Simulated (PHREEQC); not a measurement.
Solution (25 °C): 74 mmol/kgw Al2(SO4)3, 4.7 mmol/kgw CuCl2 and 58 mmol/kgw Na2SO4. Closed to the air; pH follows from the charge balance.

All values are PHREEQC results (ion-association model, phreeqc.dat), not measurements.

Precipitation was switched off in this run.

Task: Order these S species by the share of S that they hold, largest first: CuSO4, SO4-2, NaSO4-, AlSO4+, Al(SO4)2-.

Result: Al(SO4)2- (37 %), AlSO4+ (31 %), SO4-2 (28 %), NaSO4- (3.6 %), CuSO4 (0.83 %)

The pH is 3.99 and the ionic strength 0.337 mol/kgw. The solution is supersaturated, for example in Gibbsite (slow to form), so a real one may precipitate; this is no full list. Species that the database lacks are ignored.
